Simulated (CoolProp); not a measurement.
Vapour-liquid equilibrium of cyclohexane (1) + m-xylene (2) at 8.11 bar; x and y are mole fractions of (1).

The numbers come from the multi-fluid Helmholtz-energy mixture model, Zhou 2014 and Zhou 2012; pair parameters Bell 2016 in CoolProp.

```json
[
 {"x": "0.05", "bubble temperature, mixture model (°C)": "232.0", "bubble temperature, Raoult's law (°C)": "232.4", "y, mixture model": "0.122", "y, Raoult's law": "0.134"},
 {"x": "0.15", "bubble temperature, mixture model (°C)": "221.3", "bubble temperature, Raoult's law (°C)": "222.4", "y, mixture model": "?", "y, Raoult's law": "0.349"},
 {"x": "0.25", "bubble temperature, mixture model (°C)": "211.9", "bubble temperature, Raoult's law (°C)": "213.5", "y, mixture model": "0.479", "y, Raoult's law": "0.511"},
 {"x": "0.35", "bubble temperature, mixture model (°C)": "203.8", "bubble temperature, Raoult's law (°C)": "205.6", "y, mixture model": "0.599", "y, Raoult's law": "0.634"},
 {"x": "0.45", "bubble temperature, mixture model (°C)": "196.8", "bubble temperature, Raoult's law (°C)": "198.6", "y, mixture model": "0.693", "y, Raoult's law": "0.730"},
 {"x": "0.55", "bubble temperature, mixture model (°C)": "?", "bubble temperature, Raoult's law (°C)": "192.2", "y, mixture model": "?", "y, Raoult's law": "0.805"},
 {"x": "0.65", "bubble temperature, mixture model (°C)": "?", "bubble temperature, Raoult's law (°C)": "186.5", "y, mixture model": "0.831", "y, Raoult's law": "0.866"},
 {"x": "0.75", "bubble temperature, mixture model (°C)": "?", "bubble temperature, Raoult's law (°C)": "181.3", "y, mixture model": "?", "y, Raoult's law": "0.914"},
 {"x": "0.85", "bubble temperature, mixture model (°C)": "176.2", "bubble temperature, Raoult's law (°C)": "176.5", "y, mixture model": "0.934", "y, Raoult's law": "0.953"},
 {"x": "0.95", "bubble temperature, mixture model (°C)": "172.1", "bubble temperature, Raoult's law (°C)": "172.2", "y, mixture model": "0.978", "y, Raoult's law": "0.986"}
]
```

### Question
Fill in the missing entries.

### Answer

- 0.15, y, mixture model: 0.323
- 0.55, bubble temperature, mixture model (°C): 190.7
- 0.55, y, mixture model: 0.768
- 0.65, bubble temperature, mixture model (°C): 185.4
- 0.75, bubble temperature, mixture model (°C): 180.6
- 0.75, y, mixture model: 0.885

The largest gap from Raoult's law is -1.8 K in bubble temperature, at x = 0.35. No azeotrope shows between x = 0.05 and 0.95.

The pair parameters rest on a limited set of measurements; away from them the model extrapolates.
